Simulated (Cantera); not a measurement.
What does this Cantera script print?

```python
import numpy as np
import cantera as ct

gas = ct.Solution("gri30.yaml")
gas.TPX = 425, 860000, {'CH4': 1, 'C2H6': 0.79, 'O2': 5.24, 'N2': 13.6, 'CO2': 0.59}
flame = ct.FreeFlame(gas, width=0.0089)
flame.set_refine_criteria(ratio=3, slope=0.08, curve=0.16)
flame.transport_model = "mixture-averaged"
flame.solve(loglevel=0, auto=True)
flame.transport_model = "multicomponent"
flame.soret_enabled = True
flame.solve(loglevel=0, refine_grid=True)
z, T = flame.grid, flame.T
thick = (T[-1] - T[0]) / np.gradient(T, z).max()
show = ['CH4', 'C2H6', 'O2', 'NO', 'H2O', 'C2H']
print(f"laminar burning velocity  {flame.velocity[0] * 100:.3f} cm/s")
print(f"burnt temperature         {T[-1]:.1f} K")
print(f"thermal thickness         {thick * 1e3:.4f} mm")
print(f"grid points               {len(z)}")
z0 = z[flame.heat_release_rate.argmax()]
print(f"{'z/mm':>9s}{'T/K':>9s}{'u/(m/s)':>9s}" + "".join(f"{s:>11s}" for s in show))
rows = []
for k in (-3, -2, -1.5, -1, -0.5, -0.25, 0, 0.25, 0.5, 1, 2, 4, 8):
    zz = z0 + k * thick
    rows.append([k * thick, np.interp(zz, z, T), np.interp(zz, z, flame.velocity),
                 *(np.interp(zz, z, flame.X[gas.species_index(s)]) for s in show)])
    print(f"{rows[-1][0] * 1e3:9.3f}{rows[-1][1]:9.1f}{rows[-1][2]:9.3f}" + "".join(f"{x:11.3e}" for x in rows[-1][3:]))
```

It prints:

```
laminar burning velocity  58.211 cm/s
burnt temperature         2520.3 K
thermal thickness         0.0495 mm
grid points               159
     z/mm      T/K  u/(m/s)        CH4       C2H6         O2         NO        H2O        C2H
   -0.148    425.2    0.583  4.708e-02  3.722e-02  2.468e-01  1.327e-10  4.300e-05  4.257e-19
   -0.099    427.0    0.585  4.691e-02  3.720e-02  2.466e-01  1.309e-09  3.442e-04 -1.986e-18
   -0.074    435.8    0.598  4.634e-02  3.717e-02  2.458e-01  7.914e-09  1.632e-03  9.879e-18
   -0.049    512.5    0.706  4.329e-02  3.653e-02  2.394e-01  1.011e-07  1.103e-02  6.538e-17
   -0.025    990.8    1.392  3.083e-02  2.578e-02  1.925e-01  2.567e-06  6.109e-02  1.388e-11
   -0.012   1474.0    2.107  1.822e-02  1.001e-02  1.394e-01  8.620e-06  1.104e-01  2.176e-08
    0.000   1934.4    2.799  4.727e-03  4.274e-04  8.350e-02  1.763e-05  1.566e-01  1.364e-06
    0.012   2149.7    3.104  3.109e-04  5.659e-07  5.381e-02  2.942e-05  1.749e-01  7.134e-07
    0.025   2244.1    3.222  1.016e-05  2.610e-10  4.323e-02  4.006e-05  1.796e-01  2.722e-08
    0.049   2351.5    3.351  1.927e-08  1.513e-15  3.590e-02  5.752e-05  1.840e-01  3.328e-11
    0.099   2447.4    3.467  1.337e-12 -1.172e-15  3.085e-02  8.789e-05  1.893e-01  2.176e-16
    0.198   2504.3    3.535  2.797e-14  7.914e-17  2.785e-02  1.415e-04  1.927e-01  6.654e-17
    0.396   2521.5    3.555  1.199e-15  5.147e-18  2.684e-02  2.407e-04  1.937e-01  5.254e-18
```

Model: GRI-Mech 3.0 (53 species, 325 reactions), integrated in Cantera. Burning velocities carry a grid error of a few per cent, more on coarse grids.
